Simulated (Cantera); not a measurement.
**Equilibrium for halide evaporation, hydrolysis and transport: CaF2 + H2 + N2**

A closed system holds: 1 mol CaF2, 25 mol H2, 10 mol N2, held at 1298 K.

Method: chemical equilibrium by Gibbs-energy minimisation in Cantera with the NASA 1993 tables (ideal gas, pure condensed phases). Candidate condensed phases: Ca, CaF2; 25 gas species. Kinetics and transport are ignored.

```json
[
 {"P (Pa)": "0.100", "x H2": "0.699", "x N2": "0.281", "x CaF2": "0.0136", "x HF": "0.00343", "x Ca": "0.00115", "x CaF": "0.00113", "x H": "0.000896", "n CaF2(s)": "0.434"},
 {"P (Pa)": "1.60", "x H2": "0.713", "x N2": "0.285", "x CaF2": "0.000849", "x HF": "0.000518", "x Ca": "0.000200", "x CaF": "0.000118", "x H": "0.000226", "n CaF2(s)": "0.959"},
 {"P (Pa)": "25", "x H2": "0.714", "x N2": "0.286", "x CaF2": "5.44e-5", "x HF": "8.04e-5", "x Ca": "3.40e-5", "x CaF": "1.24e-5", "x H": "5.73e-5", "n CaF2(s)": "0.996"},
 {"P (Pa)": "400", "x H2": "0.714", "x N2": "0.286", "x CaF2": "3.40e-6", "x HF": "1.24e-5", "x Ca": "5.58e-6", "x CaF": "1.25e-6", "x H": "1.43e-5", "n CaF2(s)": "1.000"},
 {"P (Pa)": "6300", "x H2": "0.714", "x N2": "0.286", "x CaF2": "2.16e-7", "x HF": "1.95e-6", "x Ca": "9.11e-7", "x CaF": "1.27e-7", "x H": "3.61e-6", "n CaF2(s)": "1.000"},
 {"P (Pa)": "100000", "x H2": "0.714", "x N2": "0.286", "x CaF2": "1.36e-8", "x HF": "3.06e-7", "x Ca": "1.47e-7", "x CaF": "1.28e-8", "x H": "9.06e-7", "n CaF2(s)": "1.000"}
]
```
x: gas mole fraction; n: condensed amount in mol.

From 0.000750 Torr to 750 Torr the condensed part is CaF2(s). The main Ca-bearing gas is CaF2 at 0.000750 Torr and Ca at 750 Torr.
